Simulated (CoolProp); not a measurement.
A single-stage vapour-compression cycle with sulfur dioxide: evaporating at 243.15 K (dew point), condensing at 308.15 K (bubble point), superheat 8 K, subcooling 8 K, compressor efficiency 0.65, no pressure losses. Each further row changes one setting.

Model: reference Helmholtz-energy equation of state, Gao 2016, in CoolProp.

```csv
case,cooling COP,pressure ratio,discharge temperature (K),refrigerating effect (kJ/kg),volumetric capacity (kJ/m³)
as stated,1.91,14.2,515.1,333,394
evaporating temperature 248.15 K,2.16,10.9,492.7,336,507
condensing temperature 303.15 K,2.11,12.2,496.8,340,402
subcooling 13 K,1.95,14.2,515.1,340,402
```
